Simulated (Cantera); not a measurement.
Feed: 1 mol Cr2O3, 9.9 mol H2, 1.3 mol H2O, held at 0.0100 bar.

Method: chemical equilibrium by Gibbs-energy minimisation in Cantera with the NASA 1993 tables (ideal gas, pure condensed phases). Candidate condensed phases: Cr, Cr2O3, H2O; 13 gas species. Kinetics and transport are ignored.

log p: log10 of the partial pressure in bar; n: condensed amount in mol.

```
T (°C)  log p H2  log p H2O     log p H    log p Cr   log p CrO    log p OH  n Cr2O3(s)
------  --------  ---------  ----------  ----------  ----------  ----------  ----------
525        -2.05      -2.94      -12.60        <-14        <-14        <-14        1.00
625        -2.05      -2.94      -10.99        <-14        <-14        <-14        1.00
725        -2.05      -2.94       -9.69        <-14        <-14      -13.24        1.00
825        -2.05      -2.94  (withheld)        <-14        <-14  (withheld)        1.00
925        -2.05      -2.94       -7.75        <-14        <-14      -10.73        1.00
1025       -2.05      -2.94       -7.00      -12.39      -13.99       -9.77        1.00
1125       -2.05      -2.94  (withheld)  (withheld)  (withheld)  (withheld)        1.00
1225       -2.05      -2.94       -5.79       -9.31      -10.70       -8.22        1.00
1325       -2.05      -2.94       -5.30       -8.07       -9.37       -7.59       1.000
1425       -2.05      -2.94       -4.87       -6.98       -8.21       -7.04       1.000
1525       -2.06      -2.94       -4.48       -6.01       -7.18       -6.54       0.999
1625       -2.06      -2.93       -4.14       -5.16       -6.26       -6.10       0.996
1725       -2.07      -2.92       -3.83       -4.42       -5.44       -5.68       0.976
1825       -2.09      -2.87       -3.56       -3.83       -4.73       -5.26       0.902
```

Some entries are withheld; supply them.


- 825, log p H: -8.63
- 825, log p OH: -11.87
- 1125, log p H: -6.35
- 1125, log p Cr: -10.74
- 1125, log p CrO: -12.22
- 1125, log p OH: -8.94
